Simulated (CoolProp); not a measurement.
1000 sccm (0 °C, 1 atm) of nitrogen bubbles through liquid isohexane at 304.6 K and leaves saturated at a total pressure of 0.15 MPa (ideal gas phase). Each further row changes one setting.

Values from CoolProp's reference Helmholtz-energy equation of state, Lemmon 2006. It is a short technical equation, of lower accuracy than the large ones.

| case | vapour pressure (kPa) | mole fraction of vapour | delivery (mg/min) | delivery (sccm) | change of delivery for a bath 1 K warmer (%) |
|---|---|---|---|---|---|
| as stated | 36.6 | 0.244 | 1240 | 323 | ___ |
| bath temperature 309.6 K | 44.4 | ___ | ___ | ___ | 5.5 |
| total pressure 0.3 MPa | 36.6 | 0.122 | 535 | 139 | 4.6 |

Some entries are withheld; supply them.


- as stated, change of delivery for a bath 1 K warmer (%): 5.4
- bath temperature 309.6 K, mole fraction of vapour: 0.296
- bath temperature 309.6 K, delivery (mg/min): 1620
- bath temperature 309.6 K, delivery (sccm): 421
